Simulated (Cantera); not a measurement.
Cantera run:

```python
import numpy as np
import cantera as ct

gas_names = """
    NO2 NO
""".split()
cond_names = """
    Nb(cr) Nb(L) NbO(s) NbO(L)
""".split()


# ... load() reads the species with a 1 bar reference pressure and builds the phases ...
species = {s.name: s for s in load("nasa_gas.yaml", gas_names) + load("nasa_condensed.yaml", cond_names)}
# Each term lists the table entries of one substance; the one whose range holds T is used.
reactions = {
    'NO2(g) + Nb = NO(g) + NbO':
        [(-1, ['NO2']), (-1, ['Nb(cr)', 'Nb(L)']), (1, ['NO']), (1, ['NbO(s)', 'NbO(L)'])],
}


def pick(names, T):
    return next(species[n] for n in names if species[n].thermo.min_temp <= T <= species[n].thermo.max_temp)


results = []
for label, terms in reactions.items():
    print(label)
    print("     T/K   dH/kJ  dS/(J/K)   dG/kJ   log10 K")
    for T in [2273, 2323, 2373, 2423, 2473]:
        used = [(nu, pick(names, T)) for nu, names in terms]
        dH = sum(nu * s.thermo.h(T) for nu, s in used) / 1e6
        dS = sum(nu * s.thermo.s(T) for nu, s in used) / 1e3
        dG = dH - T * dS / 1e3
        logK = -dG * 1e6 / (ct.gas_constant * T * np.log(10))
        results.append((label, T, dH, dS, dG, logK, [s.name for _, s in used]))
        print(f"{T:8g} {dH:8.1f} {dS:8.1f} {dG:8.1f} {logK:8.2f}")
```

It prints:

```
NO2(g) + Nb = NO(g) + NbO
     T/K   dH/kJ  dS/(J/K)   dG/kJ   log10 K
    2273   -266.2     31.0   -336.6     7.73
    2323   -266.0     31.1   -338.1     7.60
    2373   -265.8     31.2   -339.7     7.48
    2423   -265.6     31.2   -341.3     7.36
    2473   -265.5     31.3   -342.8     7.24
```

Cantera with NASA thermochemical tables; ideal gases at 1 bar, condensed phases pure. NbO: taken at fixed stoichiometry. Condensed species are held in their standard states even where they would react or evaporate.
